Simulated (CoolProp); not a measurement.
Vapour-liquid equilibrium of n-hexane (1) + n-decane (2) at 0.0126 bar; x and y are mole fractions of (1).

The numbers come from the multi-fluid Helmholtz-energy mixture model, Thol 2019 and Lemmon 2006; pair parameters Kunz 2012 in CoolProp.

```
x     bubble temperature (K)  y at the bubble point  dew temperature at overall composition x (K)  liquid density (mol/L)
----  ----------------------  ---------------------  --------------------------------------------  ----------------------
0.05                   300.4                  0.839                                         328.7                   5.178
0.15                   279.4                  0.970                                         326.7                   5.479
0.25                   269.9                  0.988                                         324.5                   5.736
0.35                   264.0                  0.994                                         322.0                   5.991
0.45                   259.7                  0.997                                         319.2                   6.257
0.55                   256.4                  0.998                                         315.9                   6.538
0.65                   253.7                  0.999                                         311.9                   6.840
0.75                   251.5                  0.999                                         306.8                   7.167
0.85                   249.6                  1.000                                         299.4                   7.522
0.95                   247.9                  1.000                                         285.2                   7.911
```

No azeotrope shows between x = 0.05 and 0.95.

Pair parameters are fitted to limited data, so mixtures are less certain than the pure fluids.
